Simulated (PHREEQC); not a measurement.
Solution (25 °C): 0.028 mol H2SO4 and 0.14 mol Fe2(SO4)3 per kg of water. Closed to the air; pH follows from the charge balance.

Equilibrium calculation in PHREEQC: ion-association model, wateq4f.dat.

This is a speciation only: nothing precipitates in the calculation.

Question: Estimate the pH, ionic strength.

Answer: pH 1.94; ionic strength 0.372 mol/kgw.

Question: In which forms is S present?

Answer: FeSO4+ 42 %, Fe(SO4)2- 31 %, SO4-2 17 %, HSO4- 6.6 %, FeHSO4+2 3.2 % of the S.

Saturation is exceeded, for instance for Hematite (slow to form), Goethite (slow to form); the values hold only as long as no solid forms. Complexes and solids missing from the database can't appear.
